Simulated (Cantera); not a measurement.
Cantera run:

```python
import numpy as np
import cantera as ct

gas_names = """
    CL CLO CL2 Cs CsCL CsO Cs2 Cs2CL2 Cs2O N NO NO2 NO3 N2 N2O O O2 O3
""".split()
cond_names = """
    Cs(cr) Cs(L) CsCL(a) CsCL(b) CsCL(L)
""".split()


# ... load() reads the species with a 1 bar reference pressure and builds the phases ...
atoms = {
    'CsCl': {'Cs': 1, 'CL': 1},
    'O2': {'O': 2},
    'N2': {'N': 2},
}
top_T = {}  # K; cautious upper limits of use, not melting points


# ... equilibrate(T, P, feed) seeds the gas with the atoms and calls Mixture.equilibrate('TP', solver="vcs", rtol=1e-11, max_steps=5000) ...
results = []
feed = {'CsCl': 1, 'O2': 0.16, 'N2': 2.1}  # mol
P = 250  # Pa
for T in [1598, 1648, 1698, 1748, 1798, 1848, 1898, 1948, 1998, 2048, 2098, 2148, 2198, 2248]:
    mix = equilibrate(T, P, feed)
    results.append((T, P, feed, dict(zip(mix.species_names, mix.species_moles))))

top = {s: max(r[3][s] / sum(r[3][g] for g in gas_names) for r in results) for s in gas_names}
cols = sorted((s for s in top if top[s] > 1e-06), key=lambda s: -top[s])[:9]
seen = [c for c in cond_names if any(r[3].get(c, 0) > 1e-12 for r in results)]
print("log10 of partial pressures in bar; condensed amounts in mol")
print(f"{'T/K':>10s}" + "".join(f"{s[:9]:>10s}" for s in cols + seen))
for T, P, feed, n in results:
    ng = sum(n[g] for g in gas_names)
    print(f"{T:10.4g}" + "".join(f"{np.log10(max(n[s] / ng * P / 1e5, 1e-99)):10.3f}" for s in cols)
          + "".join(f"{n.get(c, 0):10.4g}" for c in seen))
```

It prints:

```
log10 of partial pressures in bar; condensed amounts in mol
       T/K        N2      CsCL        O2        CL        Cs         O        NO    Cs2CL2       CsO
      1598    -2.793    -3.116    -3.915    -6.377    -6.377    -6.807    -5.681    -6.757    -9.036
      1648    -2.794    -3.116    -3.916    -6.156    -6.157    -6.555    -5.591    -6.926    -8.830
      1698    -2.794    -3.116    -3.918    -5.949    -5.950    -6.318    -5.506    -7.085    -8.635
      1748    -2.794    -3.117    -3.920    -5.754    -5.754    -6.095    -5.426    -7.236    -8.453
      1798    -2.794    -3.117    -3.922    -5.569    -5.570    -5.884    -5.352    -7.378    -8.281
      1848    -2.795    -3.118    -3.925    -5.395    -5.396    -5.685    -5.282    -7.514    -8.119
      1898    -2.795    -3.120    -3.929    -5.230    -5.231    -5.497    -5.216    -7.642    -7.966
      1948    -2.796    -3.122    -3.935    -5.074    -5.074    -5.320    -5.154    -7.766    -7.822
      1998    -2.797    -3.125    -3.942    -4.925    -4.926    -5.152    -5.097    -7.884    -7.686
      2048    -2.798    -3.129    -3.951    -4.785    -4.786    -4.994    -5.044    -7.999    -7.559
      2098    -2.800    -3.133    -3.963    -4.652    -4.653    -4.844    -4.995    -8.111    -7.440
      2148    -2.802    -3.140    -3.978    -4.526    -4.527    -4.704    -4.950    -8.221    -7.330
      2198    -2.804    -3.148    -3.998    -4.407    -4.407    -4.572    -4.911    -8.330    -7.228
      2248    -2.807    -3.158    -4.023    -4.294    -4.294    -4.450    -4.877    -8.439    -7.135
```

Equilibrium computed with Cantera from the NASA thermochemical tables; the gas is ideal and each condensed phase is pure.
